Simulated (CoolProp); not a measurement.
Vinyl chloride at 233.53 K and 0.0064 MPa is throttled through a valve to 0.00194 MPa with no heat exchange. Each further row changes one setting.

Values from CoolProp's reference Helmholtz-energy equation of state, Thol 2022.

```json
[
 {"case": "as stated", "temperature change (K)": "-0.3", "final density (kg/m³)": "[?]"},
 {"case": "outlet pressure 0.000582 MPa", "temperature change (K)": "-0.3", "final density (kg/m³)": "[?]"},
 {"case": "outlet pressure 0.00252 MPa", "temperature change (K)": "-0.2", "final density (kg/m³)": "[?]"}
]
```

### Question
Some entries are withheld; supply them.

### Answer

- as stated, final density (kg/m³): 0.0626
- outlet pressure 0.000582 MPa, final density (kg/m³): 0.0188
- outlet pressure 0.00252 MPa, final density (kg/m³): 0.0813
